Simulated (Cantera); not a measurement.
Thermodynamics of silicon carbide growth, feed SiH₄ + C₂H₂ + H₂

Feed: 1 mol SiH₄, 0.037 mol C₂H₂, 210 mol H₂, equilibrated at 51.0 mbar.

Cantera equilibrium calculation (NASA polynomials, part measured and part estimated; ideal gas, pure solids and liquids). Candidate condensed phases: C, C₆H₆, C₇H₈, C₈H₁₈, Si, SiC; 87 gas species. Mutual solubility and eutectic melting of coexisting phases are not modelled. Gases not in the tables: Si₂H₆ and higher silanes. Equilibrium is a limit: real reactors are often held back by kinetics, nucleation or transport.

| T (°C) | x H₂ | x H | x Si | x SiH | n Si(s) | n SiC(s) | n Si(l) |
|---|---|---|---|---|---|---|---|
| 825 | 1.000 | 1.10e-7 | <1e-12 | 2.93e-12 | 0.926 | 0.0737 | 0 |
| 975 | 1.000 | 2.07e-6 | 1.52e-10 | 3.83e-10 | 0.926 | 0.0737 | 0 |
| 1125 | 1.000 | 2.10e-5 | 1.53e-8 | 1.74e-8 | 0.926 | 0.0738 | 0 |
| 1275 | 1.000 | 0.000136 | 6.23e-7 | 3.73e-7 | 0.925 | 0.0738 | 0 |
| 1425 | 0.999 | 0.000640 | 1.29e-5 | 4.53e-6 | 0 | 0.0738 | 0.919 |
| 1575 | 0.997 | 0.00234 | 0.000123 | 2.77e-5 | 0 | 0.0733 | 0.885 |
| 1725 | 0.992 | 0.00707 | 0.000834 | 0.000128 | 0 | 0.0679 | 0.691 |
| 1875 | 0.977 | 0.0182 | 0.00352 | 0.000385 | 0 | 0.0250 | 0 |
| 2025 | 0.954 | 0.0414 | 0.00396 | 0.000322 | 0 | 0 | 0 |
| 2175 | 0.911 | 0.0841 | 0.00412 | 0.000254 | 0 | 0 | 0 |
| 2325 | 0.841 | 0.155 | 0.00408 | 0.000193 | 0 | 0 | 0 |
x: gas mole fraction; n: condensed amount in mol.

From 825 °C to 1275 °C the condensed part is Si(s) + SiC(s). From 1425 °C to 1725 °C the condensed part is Si(l) + SiC(s). At 1875 °C the condensed part is SiC(s). From 2025 °C to 2325 °C nothing is condensed. The main Si-bearing gas is SiH₄ at 825 °C and Si at 2325 °C.
